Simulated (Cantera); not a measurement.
Cantera run:

```python
import numpy as np
import cantera as ct

gas_names = """
    CL CL2 Cs CsCL Cs2 Cs2CL2 H HCL H2
""".split()
cond_names = """
    Cs(cr) Cs(L) CsCL(a) CsCL(b) CsCL(L)
""".split()


# ... load() reads the species with a 1 bar reference pressure and builds the phases ...
atoms = {
    'CsCl': {'Cs': 1, 'CL': 1},
    'H2': {'H': 2},
}
top_T = {}  # K; cautious upper limits of use, not melting points


# ... equilibrate(T, P, feed) seeds the gas with the atoms and calls Mixture.equilibrate('TP', solver="vcs", rtol=1e-11, max_steps=5000) ...
results = []
feed = {'CsCl': 1, 'H2': 1.7}  # mol
P = 480  # Pa
for T in [748, 798, 848, 898, 948, 998, 1048, 1098, 1148, 1198, 1248, 1298]:
    mix = equilibrate(T, P, feed)
    results.append((T, P, feed, dict(zip(mix.species_names, mix.species_moles))))

top = {s: max(r[3][s] / sum(r[3][g] for g in gas_names) for r in results) for s in gas_names}
cols = sorted((s for s in top if top[s] > 1e-06), key=lambda s: -top[s])[:9]
seen = [c for c in cond_names if any(r[3].get(c, 0) > 1e-12 for r in results)]
print("log10 of partial pressures in bar; condensed amounts in mol")
print(f"{'T/K':>10s}" + "".join(f"{s[:9]:>10s}" for s in cols + seen))
for T, P, feed, n in results:
    ng = sum(n[g] for g in gas_names)
    print(f"{T:10.4g}" + "".join(f"{np.log10(max(n[s] / ng * P / 1e5, 1e-99)):10.3f}" for s in cols)
          + "".join(f"{n.get(c, 0):10.4g}" for c in seen))
```

Result:

```
log10 of partial pressures in bar; condensed amounts in mol
       T/K        H2      CsCL    Cs2CL2        Cs       HCL         H   CsCL(b)   CsCL(L)
       748    -2.319    -6.362    -6.787   -10.537   -10.537   -13.700    0.9997         0
       798    -2.319    -5.534    -5.900    -9.634    -9.634   -12.734    0.9981         0
       848    -2.321    -4.808    -5.126    -8.840    -8.840   -11.881    0.9891         0
       898    -2.328    -4.167    -4.446    -8.139    -8.139   -11.125    0.9495         0
       948    -2.353    -3.627    -3.903    -7.533    -7.533   -10.457         0    0.8139
       998    -2.424    -3.165    -3.460    -7.011    -7.011    -9.879         0    0.3788
      1048    -2.487    -2.932    -3.429    -6.632    -6.632    -9.356         0         0
      1098    -2.500    -2.848    -3.656    -6.340    -6.340    -8.857         0         0
      1148    -2.509    -2.801    -3.921    -6.088    -6.088    -8.399         0         0
      1198    -2.514    -2.776    -4.201    -5.865    -5.865    -7.978         0         0
      1248    -2.517    -2.764    -4.479    -5.665    -5.665    -7.589         0         0
      1298    -2.518    -2.758    -4.745    -5.482    -5.482    -7.229         0         0
```

These are equilibrium values from Cantera (NASA tables, ideal gas, pure condensed phases), not measurements of a reactor.
